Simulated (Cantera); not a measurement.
A closed system holds: 1 mol CH3SiCl3, 12 mol H2, at 2275 K.

Cantera equilibrium calculation (NASA polynomials, part measured and part estimated; ideal gas, pure solids and liquids). Candidate condensed phases: C, C6H6, C7H8, C8H18, Si, SiC; 109 gas species. The feed counts by its element totals alone. Gases not in the tables: Si2H6 and higher silanes. The numbers say what is thermodynamically allowed, not how fast it happens.

### Question
What share of the Si ends up in condensed phases as a function of P (Pa), at 100, 320, 1000, 3200, 10000, 32000, 100000?

### Answer
```tsv
P (Pa)	Si condensed (%)	as
100	0.0	-
320	14.7	SiC(s)
1000	63.2	SiC(s)
3200	78.1	SiC(s)
10000	82.8	SiC(s)
32000	84.3	SiC(s)
100000	84.8	SiC(s)
```
